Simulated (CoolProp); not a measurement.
A single-stage vapour-compression cycle with CH2F2 (R32): evaporating at 284.15 K (dew point), condensing at 339.15 K (bubble point), superheat 10 K, subcooling 5 K, compressor efficiency 0.8, no pressure losses. Each further row changes one setting.

Computed with CoolProp (reference Helmholtz-energy equation of state, Tillner-Roth 1997).

```tsv
case	cooling COP	pressure ratio	discharge temperature (K)	refrigerating effect (kJ/kg)	volumetric capacity (kJ/m³)
as stated	2.78	3.93	399.5	207	6010
evaporating temperature 289.15 K	3.17	3.40	393.6	208	___
condensing temperature 334.15 K	3.22	3.53	390.4	219	___
subcooling 10 K	2.96	3.93	399.5	___	6400
superheat 20 K	2.76	3.93	411.6	219	5980
compressor efficiency 0.7	2.43	3.93	___	207	6010
```

Question: What belongs in the gaps?

Answer: 
- evaporating temperature 289.15 K, volumetric capacity (kJ/m³): 7000
- condensing temperature 334.15 K, volumetric capacity (kJ/m³): 6370
- subcooling 10 K, refrigerating effect (kJ/kg): 220
- compressor efficiency 0.7, discharge temperature (K): 407.3
